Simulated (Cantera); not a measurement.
Feed: 1 mol Si, 2.4 mol N2O, a varied amount of H2, at 1523 K and 78.0 mbar.

Cantera equilibrium calculation (NASA polynomials, part measured and part estimated; ideal gas, pure solids and liquids). Candidate condensed phases: H2O, Si, SiO2, Si2N2O, Si3N4; 35 gas species. The tables hold silica as quartz up to 1696 K and as liquid above; real silica turns to tridymite and cristobalite and melts near 1996 K. The numbers say what is thermodynamically allowed, not how fast it happens.

log p: log10 of the partial pressure in bar; n: condensed amount in mol.

| n(H2) (mol) | log p H2 | log p N2 | log p H2O | log p H | log p SiO | n SiO2(β-quartz) |
|---|---|---|---|---|---|---|
| 3.2 | -1.41 | -1.48 | -2.25 | -5.34 | ___ | 1.000 |
| 4.6 | -1.33 | -1.57 | -2.35 | -5.30 | ___ | 1.000 |
| 6.7 | -1.27 | -1.69 | -2.46 | -5.27 | ___ | 1.000 |
| 9.7 | -1.22 | -1.81 | -2.59 | -5.25 | ___ | 1.000 |
| 14 | -1.19 | -1.94 | -2.72 | -5.23 | ___ | 1.000 |
| 20 | -1.17 | -2.08 | -2.86 | -5.22 | ___ | 1.000 |
| 30 | -1.15 | -2.24 | -3.02 | -5.21 | ___ | 1.000 |
| 43 | -1.14 | -2.38 | -3.16 | -5.20 | ___ | 1.000 |
| 62 | -1.13 | -2.54 | -3.31 | -5.20 | ___ | 1.000 |
| 90 | -1.12 | -2.69 | -3.47 | -5.20 | ___ | 0.999 |
| 130 | -1.12 | -2.85 | -3.63 | -5.19 | ___ | 0.998 |
| 190 | -1.11 | -3.01 | -3.79 | -5.19 | ___ | 0.996 |

Question: Complete the blanks.

Answer: 
- 3.2, log p SiO: -7.64
- 4.6, log p SiO: -7.46
- 6.7, log p SiO: -7.28
- 9.7, log p SiO: -7.12
- 14, log p SiO: -6.95
- 20, log p SiO: -6.79
- 30, log p SiO: -6.61
- 43, log p SiO: -6.45
- 62, log p SiO: -6.29
- 90, log p SiO: -6.13
- 130, log p SiO: -5.97
- 190, log p SiO: -5.81
